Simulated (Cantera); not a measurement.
A perfectly stirred reactor is fed with H2 : O2 : N2 = 1 : 0.714 : 2.69 (molar parts), equivalence ratio 0.70, at 500000 Pa; it is adiabatic with a 350 K inlet, and is followed from long to short residence time, starting on the burning branch (τ in s: 0.031, 0.013, 0.0057, 0.0024, 0.001, 0.00045, 0.00019, 8.3e-05, 3.6e-05).

Computed with Cantera and the H2/O2 subset of GRI-Mech 3.0, which has no nitrogen chemistry. The hydrogen kinetics of GRI-Mech 3.0 are dated; newer H2 mechanisms differ, most at raised pressure.

One state of this run: T (K) = 2052; x H2 = 0.000910; x O2 = 0.0542; x H = 0.000103; x H2O2 = 5.16e-7; x OH = 0.00352. x: mole fraction; the columns are a selection and need not sum to one.

Task: Which value of τ (s) does it belong to?
(A) 3.6e-5
(B) 0.00045
(C) 0.0024
(D) 0.0010

Result: C, 0.0024
